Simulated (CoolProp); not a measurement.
Properties of carbonyl sulfide along the isotherm 66.45 °C (Tc = 105.6 °C, pc = 6369 kPa, ω = 0.098).

Values from CoolProp's reference Helmholtz-energy equation of state, Lemmon 2006. It is a short technical equation, of lower accuracy than the large ones.

```
p (kPa)   phase  cv (kJ/(kg K))  speed of sound (m/s)  Joule-Thomson coefficient (K/MPa)  isothermal compressibility (1/MPa)  expansivity (1/kK)  fugacity coefficient
-------  ------  --------------  --------------------  ---------------------------------  ----------------------------------  ------------------  --------------------
3850     liquid          0.7273                 467.3                             0.5986                             0.01245               5.487                0.6422
7690     liquid          0.7204                 534.8                             0.3011                            0.008266               4.134                0.3531
11500    liquid          0.7181                 585.5                             0.1332                            0.006323               3.453                0.2584
15400    liquid          0.7176                 628.6                            0.01843                            0.005144               3.014                0.2111
19200    liquid          0.7178                 665.2                           -0.06295                            0.004374               2.712                0.1845
23100    liquid          0.7184                 698.8                            -0.1271                            0.003804               2.480                0.1672
26900    liquid          0.7193                 728.6                            -0.1768                            0.003382               2.301                0.1561
30800    liquid          0.7204                 756.8                            -0.2185                            0.003042               2.153                0.1483
34600    liquid          0.7215                 782.4                            -0.2525                            0.002773               2.032                0.1432
38500    liquid          0.7227                 807.0                            -0.2820                            0.002545               1.926                0.1397
42300    liquid          0.7240                 829.7                            -0.3068                            0.002358               1.837                0.1377
46200    liquid          0.7252                 851.8                            -0.3289                            0.002194               1.758                0.1367
50000    liquid          0.7265                 872.4                            -0.3477                            0.002055               1.689                0.1366
```
